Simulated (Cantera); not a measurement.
A freely propagating, adiabatic, planar premixed flame of CH4 : CO : O2 : N2 = 1 : 0.14 : 2.52 : 9.49 (molar parts), unburnt at 375 K and 3.20 bar; mixture-averaged transport, grid criteria slope 0.08 and curve 0.16, no radiation.

Cantera simulation using GRI-Mech 3.0 (53 species, 325 reactions); the numbers are that mechanism's predictions, not measurements. Burning velocities carry a grid error of a few per cent, more on coarse grids.

Problem. What does this change do: inlet temperature 375 to 548 K?

Solution. 
```json
[
 {"quantity": "laminar burning velocity", "before": "27.7 cm/s", "after": "61.2 cm/s"},
 {"quantity": "thermal thickness", "before": "0.207 mm", "after": "0.160 mm"},
 {"quantity": "peak x(C2H2)", "before": "3.56e-5", "after": "4.62e-5"},
 {"quantity": "peak x(HCN)", "before": "6.34e-7", "after": "9.56e-7"}
]
```

Problem. What does this change do: inlet temperature 375 to 500 K?

Solution. 
```
quantity                     before      after
------------------------  ---------  ---------
laminar burning velocity  27.7 cm/s  49.9 cm/s
thermal thickness          0.207 mm   0.171 mm
peak x(C2H2)                3.56e-5    4.28e-5
peak x(HCN)                 6.34e-7    8.58e-7
```

Problem. What does this change do: CH4 1 to 1.3 parts?

Solution. 
| quantity | before | after |
|---|---|---|
| laminar burning velocity | 27.7 cm/s | 37.4 cm/s |
| thermal thickness | 0.207 mm | 0.173 mm |
| peak x(C2H2) | 3.56e-5 | 0.000200 |
| peak x(HCN) | 6.34e-7 | 5.83e-6 |
